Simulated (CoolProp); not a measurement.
A simple Rankine cycle with chloromethane (R40): condensing at 323.15 K, boiler at 5.27 MPa, turbine inlet 403.2 K, turbine efficiency 0.6, pump efficiency 0.6, no recuperator. Each further row changes one setting.

The numbers come from the reference Helmholtz-energy equation of state, Thol 2014 in CoolProp.

| case | thermal efficiency (%) | net work (kJ/kg) | heat in (kJ/kg) | turbine exit temperature (K) | volume ratio over the turbine |
|---|---|---|---|---|---|
| as stated | 8.0 | 26.1 | 326 | 323.2 | 5.12 |
| turbine inlet 423.2 K | 8.6 | 32.1 | 372 | 323.2 | 4.50 |
| condensing temperature 315.15 K | 8.9 | 30.2 | 339 | 315.2 | 6.23 |
| boiler pressure 3.69 MPa | 7.3 | 27.5 | 378 | 331.1 | 3.13 |
| turbine efficiency 0.5 | 6.3 | 20.4 | 326 | 323.2 | 5.21 |

The expansion ends wet for: as stated; turbine inlet 423.2 K; condensing temperature 315.15 K; turbine efficiency 0.5.
